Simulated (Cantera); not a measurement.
A closed system holds: 1 mol Ni, 3.1 mol H2S, 2.3 mol N2, at 1573.15 K and 1.00 bar.

Equilibrium computed with Cantera from the NASA thermochemical tables; the gas is ideal and each condensed phase is pure. Candidate condensed phases: Ni, NiS, NiS2, Ni3S2, Ni3S4, S; 17 gas species. Equilibrium is a limit: real reactors are often held back by kinetics, nucleation or transport.

Base state: N2 0.387, H2 0.293, H2S 0.227, S2 0.0895, SH 0.00346, S 2.74e-5, H 2.20e-5 (mole fractions); condensed: Ni3S2(l).

Problem. What changes in the equilibrium state with this change: temperature from 1573.15 K to 1673 K?

Solution. 
```json
[
 {"species": "N2", "before": "0.387", "after": "0.379"},
 {"species": "H2", "before": "0.293", "after": "0.326"},
 {"species": "H2S", "before": "0.227", "after": "0.182"},
 {"species": "S2", "before": "0.0895", "after": "0.107"},
 {"species": "H", "before": "2.20e-5", "after": "6.50e-5"},
 {"species": "S", "before": "2.74e-5", "after": "8.05e-5"},
 {"species": "SH", "before": "0.00346", "after": "0.00559"},
 {"species": "Ni3S2(l), mol", "before": "0.333", "after": "0.333"}
]
```

Problem. What changes in the equilibrium state with this change: temperature from 1573.15 K to 973.15 K?

Solution. 
| species | before | after |
|---|---|---|
| H2S | 0.227 | 0.450 |
| N2 | 0.387 | 0.426 |
| H2 | 0.293 | 0.124 |
| S2 | 0.0895 | 0.000392 |
| S | 2.74e-5 | <1e-9 |
| H | 2.20e-5 | <1e-9 |
| Ni3S2(l), mol | 0.333 | 0 |
| Ni3S2(s), mol | 0 | 0.333 |
Gases not in the tables: S3 to S7.
